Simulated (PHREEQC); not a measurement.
Model water analysis in mmol/kgw, 25 °C, pH 6.98, pe 10.6:

| constituent | mmol/kgw |
|---|---|
| Na | 0.296 |
| K | 0.0898 |
| Ca | 0.076 |
| Mg | 0.00386 |
| Cl | 0.0529 |
| S(6) | 0.137 |
| Alkalinity (meq/kgw) | 0.228 |
| Zn | 0.000308 |
| Sr | 0.000162 |
| N(5) | 0.000147 |
| Li | 0.00134 |
| Cd | 0.00707 |

Valence states are taken as typed.

The numbers come from PHREEQC with the ion-association model, phreeqc.dat.

```json
{
 "ionic_strength": "0.000775 mol/kgw",
 "charge_balance_error": "0.6 %"
}
```

```tsv
species	molality	activity	log γ
Na+	0.000296	0.000287	-0.014
HCO3-	0.000228	0.000220	-0.014
SO4-2	0.000135	0.000119	-0.054
K+	8.97e-5	8.69e-5	-0.014
Ca+2	7.44e-5	6.57e-5	-0.054
Cl-	5.29e-5	5.12e-5	-0.014
CO2	5.19e-5	5.19e-5	0.000
Cd+2	6.79e-6	5.98e-6	-0.055
Mg+2	3.76e-6	3.32e-6	-0.054
```

Precipitation was switched off in this run. Species that the database lacks are ignored.
